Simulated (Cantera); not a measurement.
Feed: 1 mol B, a varied amount of H₂O, 120 mol N₂, equilibrated at 873.15 K and 0.143 Torr.

Method: chemical equilibrium by Gibbs-energy minimisation in Cantera with the NASA 1993 tables (ideal gas, pure condensed phases). Candidate condensed phases: B, BN, B₂O₃, B₃O₃H₃, H₂O; 39 gas species. N₂ is the only nitrogen source here; it is nearly inert below about 1500 K, so the nitride shown seldom forms there in practice. Rates play no part.

x: gas mole fraction; n: condensed amount in mol.

```json
[
 {"n(H₂O) (mol)": "0.7", "x N₂": "0.994", "x H₂O": "3.35e-6", "x H₂": "0.00581", "x HBO₂": "1.62e-7", "x (HBO₂)₃": "4.82e-12", "n BN(s)": "0.534", "n B₂O₃(l)": "0.233"},
 {"n(H₂O) (mol)": "0.98", "x N₂": "0.992", "x H₂O": "4.68e-6", "x H₂": "0.00811", "x HBO₂": "1.92e-7", "x (HBO₂)₃": "7.94e-12", "n BN(s)": "0.347", "n B₂O₃(l)": "0.326"},
 {"n(H₂O) (mol)": "1.4", "x N₂": "0.988", "x H₂O": "[?]", "x H₂": "0.0115", "x HBO₂": "[?]", "x (HBO₂)₃": "[?]", "n BN(s)": "[?]", "n B₂O₃(l)": "0.466"},
 {"n(H₂O) (mol)": "1.9", "x N₂": "0.984", "x H₂O": "0.00328", "x H₂": "0.0123", "x HBO₂": "5.08e-6", "x (HBO₂)₃": "1.47e-7", "n BN(s)": "0", "n B₂O₃(l)": "0.500"},
 {"n(H₂O) (mol)": "2.7", "x N₂": "0.978", "x H₂O": "0.00977", "x H₂": "0.0122", "x HBO₂": "8.77e-6", "x (HBO₂)₃": "7.59e-7", "n BN(s)": "0", "n B₂O₃(l)": "0.499"},
 {"n(H₂O) (mol)": "3.8", "x N₂": "0.969", "x H₂O": "[?]", "x H₂": "0.0121", "x HBO₂": "[?]", "x (HBO₂)₃": "[?]", "n BN(s)": "0", "n B₂O₃(l)": "0.499"},
 {"n(H₂O) (mol)": "5.3", "x N₂": "0.958", "x H₂O": "0.0303", "x H₂": "0.0120", "x HBO₂": "1.54e-5", "x (HBO₂)₃": "4.14e-6", "n BN(s)": "0", "n B₂O₃(l)": "0.498"},
 {"n(H₂O) (mol)": "7.4", "x N₂": "0.942", "x H₂O": "0.0463", "x H₂": "0.0118", "x HBO₂": "1.91e-5", "x (HBO₂)₃": "7.82e-6", "n BN(s)": "0", "n B₂O₃(l)": "0.497"},
 {"n(H₂O) (mol)": "10", "x N₂": "0.923", "x H₂O": "0.0654", "x H₂": "0.0115", "x HBO₂": "2.27e-5", "x (HBO₂)₃": "1.31e-5", "n BN(s)": "0", "n B₂O₃(l)": "0.496"},
 {"n(H₂O) (mol)": "15", "x N₂": "0.889", "x H₂O": "0.0999", "x H₂": "0.0111", "x HBO₂": "2.80e-5", "x (HBO₂)₃": "2.48e-5", "n BN(s)": "0", "n B₂O₃(l)": "0.493"}
]
```

Question: What belongs in the gaps?

Answer: 
- 3.8, x H₂O: 0.0186
- 3.8, x HBO₂: 1.21e-5
- 3.8, x (HBO₂)₃: 1.99e-6
- 1.4, x H₂O: 6.64e-6
- 1.4, x HBO₂: 2.29e-7
- 1.4, x (HBO₂)₃: 1.34e-11
- 1.4, n BN(s): 0.0672
